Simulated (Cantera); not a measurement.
An isothermal, constant-pressure homogeneous reactor starts with C₂H₆ : N₂ = 1 : 41 (molar parts), at 1348 K and 0.132 atm. Integrator tolerance rtol = 1e-08.

Detailed kinetics in Cantera: GRI-Mech 3.0 (53 species, 325 reactions). GRI-Mech 3.0 stops at C3 and has no aromatics, soot or wall deposition, so with more carbon than oxygen in the feed, carbon stays in small species such as C2H2 where larger ones or solid carbon would form.

```json
[
 {"quantity": "x(C₂H₆) at 80.0 s", "before": "3.36e-7 (gas-phase equilibrium 1.07e-8)", "after": "3.62e-6 (gas-phase equilibrium 9.42e-7)"},
 {"quantity": "x(CH₂) at 80.0 s", "before": "3.67e-11 (gas-phase equilibrium 6.29e-12)", "after": "<1e-12 (gas-phase equilibrium <1e-12)"},
 {"quantity": "x(CH₃) at 80.0 s", "before": "2.13e-6 (gas-phase equilibrium 3.13e-7)", "after": "1.88e-7 (gas-phase equilibrium 1.58e-7)"},
 {"quantity": "x(H) at 80.0 s", "before": "1.02e-6 (gas-phase equilibrium 1.35e-6)", "after": "1.42e-7 (gas-phase equilibrium 3.78e-8)"},
 {"quantity": "x(C₂H) at 80.0 s", "before": "3.51e-10 (gas-phase equilibrium 1.25e-10)", "after": "7.45e-12 (gas-phase equilibrium <1e-12)"},
 {"quantity": "x(HCN) at 80.0 s", "before": "5.32e-8 (gas-phase equilibrium 0.0323)", "after": "1.54e-10 (gas-phase equilibrium 0.0247)"},
 {"quantity": "x(H₂) at 80.0 s", "before": "0.0392 (gas-phase equilibrium 0.0446)", "after": "0.0388 (gas-phase equilibrium 0.0338)"}
]
```

Problem. Which change was made?
A. pressure from 0.132 atm to 0.0563 atm
B. temperature 1348 to 1150 K
C. temperature 1348 to 1598 K
D. temperature 1348 to 1650 K

Solution. B, temperature 1348 to 1150 K
